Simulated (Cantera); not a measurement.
What does this Cantera script print?

```python
import numpy as np
import cantera as ct

gas = ct.Solution("gri30.yaml")
gas.TPX = 1200, 13000, {'N2O': 1}
reactor = ct.IdealGasConstPressureReactor(gas, energy="off", clone=False)
net = ct.ReactorNet([reactor])
net.rtol, net.atol = 1e-08, 1e-18
show = ['N2O', 'O', 'NO', 'N2', 'O2', 'NO2']
times = np.geomspace(0.0002, 90, 9)

steps = ct.SolutionArray(gas, extra=["t"])
rows = []
print(f"{'t/s':>10s}{'T/K':>9s}{'P/Pa':>11s}" + "".join(f"{s:>11s}" for s in show))
for t in times:
    while net.time < t:
        t_next = net.step()
        steps.append(gas.state, t=t_next)
    rows.append([np.interp(t, steps.t, y) for y in (steps.T, steps.P, *steps(*show).X.T)])
    print(f"{t:10.3e}{rows[-1][0]:9.1f}{rows[-1][1]:11.4g}" + "".join(f"{x:11.3e}" for x in rows[-1][2:]))
rate = np.gradient(steps.T, steps.t)
print("integrator steps:", len(steps.t))
if steps.T.max() > steps.T[0] + 200:
    print(f"time of steepest temperature rise: {steps.t[rate.argmax()]:.4e} s")
gas.TPX = 1200, 13000, {'N2O': 1}
gas.equilibrate("TP")
print(f"equilibrium (TP): T = {gas.T:.1f} K  " + "  ".join(f"{s} {gas[s].X[0]:.3e}" for s in show))
```

Result:

```
       t/s      T/K       P/Pa        N2O          O         NO         N2         O2        NO2
 2.000e-04   1200.0    1.3e+04  1.000e+00  1.796e-06  1.294e-06  1.349e-05  5.523e-06  1.494e-12
 1.018e-03   1200.0    1.3e+04  9.999e-01  1.819e-06  8.123e-06  7.520e-05  3.466e-05  5.867e-11
 5.180e-03   1200.0    1.3e+04  9.994e-01  1.819e-06  4.289e-05  3.892e-04  1.830e-04  1.616e-09
 2.636e-02   1200.0    1.3e+04  9.969e-01  1.819e-06  2.194e-04  1.984e-03  9.363e-04  3.944e-08
 1.342e-01   1200.0    1.3e+04  9.841e-01  1.818e-06  1.108e-03  1.002e-02  4.730e-03  7.370e-07
 6.828e-01   1200.0    1.3e+04  9.227e-01  1.811e-06  5.393e-03  4.883e-02  2.306e-02  6.782e-06
 3.475e+00   1200.0    1.3e+04  6.779e-01  1.776e-06  2.237e-02  2.036e-01  9.617e-02  3.275e-05
 1.768e+01   1200.0    1.3e+04  1.883e-01  1.494e-06  5.499e-02  5.136e-01  2.430e-01  8.774e-05
 9.000e+01   1200.0    1.3e+04  3.521e-03  1.443e-07  6.330e-02  6.326e-01  3.003e-01  1.998e-04
integrator steps: 933
equilibrium (TP): T = 1200.0 K  N2O 5.292e-09  O 4.038e-08  NO 2.278e-04  N2 6.666e-01  O2 3.332e-01  NO2 1.743e-06
```

Computed with Cantera and GRI-Mech 3.0 (53 species, 325 reactions). GRI-Mech 3.0 was tuned for natural gas; its chemistry of N2O as a main component is partial and can be far from experiment. The mechanism lacks the step 2 NO + O2 → 2 NO2, which can matter for NO2 below about 1400 K. The temperature is held fixed by assumption; the heat of reaction is taken as removed at once.
